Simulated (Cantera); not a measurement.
Gas mixture: N2O = 0.75 (molar parts), at 1.00 atm, frozen composition.

Cantera's kinetic-theory transport with the Lennard-Jones parameters of GRI-Mech 3.0, ideal gas; thermal conductivity in the mixture-averaged form.

D: mixture-averaged diffusion coefficient of that species in the mixture.

| T (K) | ρ (kg/m³) | cp (J/kg/K) | μ (µPa s) | λ (mW/m/K) | Pr | D (cm²/s) O | D (cm²/s) H | D (cm²/s) OH |
|---|---|---|---|---|---|---|---|---|
| 400 | 1.34 | 970.3 | 19.5 | 25.5 | 0.741 | 0.420 | 1.66 | 0.411 |
| 500 | 1.07 | 1043 | 23.6 | 33.2 | 0.740 | 0.621 | 2.48 | 0.608 |
| 600 | 0.894 | 1101 | 27.3 | 40.7 | 0.739 | 0.851 | 3.43 | 0.833 |
| 700 | 0.766 | 1150 | ? | ? | 0.739 | ? | ? | ? |
| 800 | 0.670 | 1192 | ? | ? | 0.739 | ? | ? | ? |
| 900 | 0.596 | 1227 | 37.1 | 61.5 | 0.740 | 1.70 | 6.92 | 1.66 |

Q: Fill in the missing entries.

A: 
- 700, μ (µPa s): 30.8
- 700, λ (mW/m/K): 47.9
- 700, D (cm²/s) O: 1.11
- 700, D (cm²/s) H: 4.49
- 700, D (cm²/s) OH: 1.08
- 800, μ (µPa s): 34.0
- 800, λ (mW/m/K): 54.9
- 800, D (cm²/s) O: 1.39
- 800, D (cm²/s) H: 5.65
- 800, D (cm²/s) OH: 1.36
